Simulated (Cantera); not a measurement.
Input: 1 mol CuO, 1.8 mol C, 0.025 mol CO, equilibrated at 0.660 Torr.

These are equilibrium values from Cantera (NASA tables, ideal gas, pure condensed phases), not measurements of a reactor. Candidate condensed phases: C, Cu, CuO, Cu2O; 15 gas species. Rates play no part.

**Question.** Which condensed phases are stable at each of these points (T (K)): 1498, 1573, 1648, 1723, 1798, 1873, 1948, 2023, 2098?

**Answer.** 
| T (K) | condensed phases | Cu condensed (%) |
|---|---|---|
| 1498 | C(graphite) + Cu(l) | 99.1 |
| 1573 | C(graphite) + Cu(l) | 96.8 |
| 1648 | C(graphite) + Cu(l) | 89.9 |
| 1723 | C(graphite) + Cu(l) | 67.1 |
| 1798 | C(graphite) | 0.0 |
| 1873 | C(graphite) | 0.0 |
| 1948 | C(graphite) | 0.0 |
| 2023 | C(graphite) | 0.0 |
| 2098 | C(graphite) | 0.0 |

From 1498 K to 1723 K the condensed part is C(graphite) + Cu(l). From 1798 K to 2098 K the condensed part is C(graphite).
